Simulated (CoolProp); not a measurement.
A closed Brayton cycle with carbon dioxide: compressor inlet 317.15 K and 9.6 MPa, high pressure 29.7 MPa, turbine inlet 815 K, compressor efficiency 0.89, turbine efficiency 0.93, recuperator effectiveness 0 (on enthalpy, no pinch check). Each further row changes one setting.

The numbers come from the reference Helmholtz-energy equation of state, Span 1996 in CoolProp.

```
case                           thermal efficiency (%)  net work (kJ/kg)  compressor to turbine work  compressor exit (K)  turbine exit (K)
-----------------------------  ----------------------  ----------------  --------------------------  -------------------  ----------------
as stated                                        17.7               111                        0.26                374.2             676.7
turbine inlet 765 K                              17.8              99.8                        0.28                374.2             631.7
compressor inlet 327.15 K                        17.5              96.8                        0.35                410.8             676.7
high pressure 25.2 MPa                           15.5              98.3                        0.24                365.4             696.2
recuperator effectiveness 0.5                    24.9               111                        0.26                374.2             676.7
```
